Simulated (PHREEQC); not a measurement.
KOH is added in steps, without added water, to 1 kg of water holding 0.06 mol/kgw ZnSO4, 0.00025 mol/kgw H3BO3 and 0.00061 mol/kgw MnSO4, at 25 °C. No oxygen is let in. CO2 from the air is kept out. The run lets Pyrochroite, Zn(OH)2-e, Zn4(OH)6SO4, Goslarite precipitate or redissolve, and no other solid.

Base run: PHREEQC, ion-association model, wateq4f.dat. Each further column changes one thing. The table gives pH.

| KOH added (mol) | base | all activity coefficients set to 1 | Debye-Hückel limiting law | metal-ligand complexes left out |
|---|---|---|---|---|
| 0 | 5.57 | 5.55 | 5.68 | 5.55 |
| 0.02187 | 6.45 | 6.39 | 6.64 | 6.26 |
| 0.03938 | 6.54 | 6.51 | 6.70 | 6.34 |
| 0.06125 | 6.72 | 6.73 | 6.85 | 6.49 |
| 0.07875 | 7.00 | 7.04 | 7.10 | 6.75 |
| 0.1006 | 7.88 | 8.05 | 7.74 | 7.91 |
| 0.1181 | 7.90 | 8.08 | 7.76 | 7.93 |
| 0.14 | 12.12 | 12.27 | 12.05 | 12.12 |
